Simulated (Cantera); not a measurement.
A Cantera script and its output.

```python
import numpy as np
import cantera as ct

gas = ct.Solution("gri30.yaml")
gas.TPX = 1125, 230, {'C2H6': 1, 'N2': 4.3}
inlet = ct.Reservoir(gas, clone=True)

reactor = ct.IdealGasConstPressureReactor(gas, energy="off", clone=False)
exhaust = ct.Reservoir(gas, clone=True)
tau = [16, 5.8, 2.1, 0.77, 0.28, 0.1, 0.037, 0.013, 0.0048][0]
for a, b in ((inlet, reactor), (reactor, exhaust)):
    ct.MassFlowController(a, b, mdot=lambda t: reactor.mass / tau)
net = ct.ReactorNet([reactor])
show = ['C2H6', 'C2H4', 'CH3', 'HCN', 'CH4', 'CH2', 'C2H2']

rows = []
print(f"{'tau/s':>10s}{'T/K':>9s}" + "".join(f"{s:>11s}" for s in show))
for tau in [16, 5.8, 2.1, 0.77, 0.28, 0.1, 0.037, 0.013, 0.0048]:
    net.initial_time = 0.0
    net.advance(30 * tau)
    before = gas.X
    net.advance(40 * tau)
    drift = np.max(np.abs(gas.X - before) / (gas.X + 1e-9))
    rows.append([gas.T, *gas[show].X, drift])
    print(f"{tau:10.3e}{gas.T:9.1f}" + "".join(f"{x:11.3e}" for x in gas[show].X))
```

Result:

```
     tau/s      T/K       C2H6       C2H4        CH3        HCN        CH4        CH2       C2H2
 1.600e+01   1125.0  2.105e-02  8.940e-02  6.431e-05  2.986e-11  4.092e-02  1.371e-09  2.959e-02
 5.800e+00   1125.0  4.915e-02  8.826e-02  1.005e-04  2.543e-11  3.279e-02  2.495e-09  1.299e-02
 2.100e+00   1125.0  9.785e-02  6.338e-02  1.375e-04  1.973e-11  1.837e-02  3.597e-09  4.144e-03
 7.700e-01   1125.0  1.457e-01  3.159e-02  1.535e-04  1.509e-11  7.195e-03  3.907e-09  9.028e-04
 2.800e-01   1125.0  1.735e-01  1.147e-02  1.327e-04  9.801e-12  2.114e-03  2.917e-09  1.177e-04
 1.000e-01   1125.0  1.849e-01  2.876e-03  7.664e-05  3.524e-12  4.207e-04  1.102e-09  7.094e-06
 3.700e-02   1125.0  1.880e-01  4.738e-04  3.413e-05  5.606e-13  6.854e-05  2.249e-10  1.882e-07
 1.300e-02   1125.0  1.886e-01  4.271e-05  1.723e-05  2.324e-14  1.213e-05  4.059e-11  1.794e-09
 4.800e-03   1125.0  1.887e-01  2.998e-06  8.490e-06  1.407e-16  2.207e-06  6.746e-12  1.244e-11
```

Detailed kinetics in Cantera: GRI-Mech 3.0 (53 species, 325 reactions). GRI-Mech 3.0 stops at C3 and has no aromatics, soot or wall deposition, so with more carbon than oxygen in the feed, carbon stays in small species such as C2H2 where larger ones or solid carbon would form. Radical loss at walls, strong at low pressure, is not modelled.
